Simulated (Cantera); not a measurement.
A closed system holds: 1 mol Si, 4.1 mol Cl2, a varied amount of N2, at 750 °C and 0.133 bar.

Equilibrium computed with Cantera from the NASA thermochemical tables; the gas is ideal and each condensed phase is pure. Candidate condensed phases: Si, Si3N4; 13 gas species. Kinetics and transport are ignored.

x: gas mole fraction; nothing condenses.

| n(N2) (mol) | x N2 | x Cl2 | x SiCl4 | x Cl | x SiCl3 |
|---|---|---|---|---|---|
| 1.8 | 0.367 | 0.428 | 0.204 | 0.000976 | 1.18e-9 |
| 2.8 | 0.474 | 0.355 | 0.169 | 0.000890 | 1.08e-9 |
| 4.3 | 0.581 | 0.283 | 0.135 | 0.000794 | 9.64e-10 |
| 6.7 | ? | ? | ? | ? | 8.37e-10 |
| 10 | 0.763 | 0.160 | 0.0763 | 0.000597 | 7.24e-10 |
| 16 | 0.837 | ? | ? | ? | 6.00e-10 |
| 25 | 0.889 | 0.0745 | 0.0356 | 0.000407 | 4.95e-10 |
| 39 | 0.926 | 0.0497 | 0.0237 | 0.000333 | 4.04e-10 |
| 60 | 0.951 | 0.0331 | 0.0158 | 0.000272 | 3.30e-10 |
| 93 | 0.968 | 0.0217 | 0.0104 | 0.000220 | 2.68e-10 |

Question: Complete the blanks.

Answer: 
- 6.7, x N2: 0.683
- 6.7, x Cl2: 0.214
- 6.7, x SiCl4: 0.102
- 6.7, x Cl: 0.000690
- 16, x Cl2: 0.110
- 16, x SiCl4: 0.0523
- 16, x Cl: 0.000494
